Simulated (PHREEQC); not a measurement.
A solution holds 0.012 mol MgCl2, 0.0039 mol NaHCO3 and 0.00021 mol MgSO4 per kg of water, at 20 °C. Closed to the air; pH follows from the charge balance.

All values are PHREEQC results (ion-association model, phreeqc.dat), not measurements.

Task: The ionic strength comes out as 0.0398 mol/kgw. What activity coefficients do SO4-2, Mg+2, CO3-2, HCO3-, Na+ get?

Result: SO4-2 0.49, Mg+2 0.51, CO3-2 0.50, HCO3- 0.84, Na+ 0.84.

No solid was allowed to form.
